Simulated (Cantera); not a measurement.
# Gas-phase reforming

An isothermal, constant-pressure homogeneous reactor starts with 43.5 % CH4, 56.5 % H2O, at 1625 K and 0.553 atm.

Detailed kinetics in Cantera: GRI-Mech 3.0 (53 species, 325 reactions).

```csv
t (s),x CH4,x H2O,x H2,x C2H4,x H2O2,x H
7.00e-6,0.435,0.565,1.85e-5,5.63e-9,<1e-12,3.81e-7
1.99e-5,0.435,0.565,5.38e-5,1.52e-7,<1e-12,3.87e-7
5.68e-5,0.434,0.565,0.000160,3.42e-6,<1e-12,4.33e-7
0.000162,0.434,0.565,0.000540,5.20e-5,<1e-12,6.19e-7
0.000461,0.431,0.565,0.00216,0.000466,1.30e-12,1.14e-6
0.00131,0.420,0.562,0.0104,0.00318,2.68e-12,3.16e-6
0.00374,0.383,0.550,0.0457,0.0100,2.94e-12,9.02e-6
0.0107,0.309,0.518,0.126,0.00786,2.08e-12,1.88e-5
0.0304,0.211,0.474,0.235,0.00358,1.55e-12,3.14e-5
0.0865,0.115,0.425,0.345,0.00253,1.28e-12,4.62e-5
0.246,0.0561,0.368,0.432,0.00254,1.05e-12,6.04e-5
0.702,0.0361,0.293,0.505,0.00228,<1e-12,6.83e-5
2.00,0.0266,0.206,0.578,0.00159,<1e-12,7.24e-5
```
x: mole fraction; the columns are a selection and need not sum to one.

Equilibrium at this temperature and pressure: CH4 4.21e-7, H2O 0.0632, H2 0.704, C2H4 <1e-12, H2O2 <1e-12, H 7.97e-5 (gas phase only).
